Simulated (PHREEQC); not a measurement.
# Acid mine or pickling water (model solution)

A made-up water analysis in mg/L, 25 °C, pH 3.66, pe 12.3:

```csv
constituent,mg/L
Na,76.6
K,39.3
Ca,7.49
Mg,25.3
Cl,6.69
S(6) as SO4,344
Zn,0.937
```

Valence states are taken as typed.

Equilibrium calculation in PHREEQC: ion-association model, phreeqc.dat.

Precipitation was switched off in this run.

### Question
What ionic strength, specific conductance, charge-balance error does the model give?

### Answer
ionic strength 0.0107 mol/kgw; specific conductance 846 µS/cm; charge-balance error -1.8 %.

### Question
In which forms is Na present?

### Answer
Na+ 99 %, NaSO4- 1.0 % of the Na.
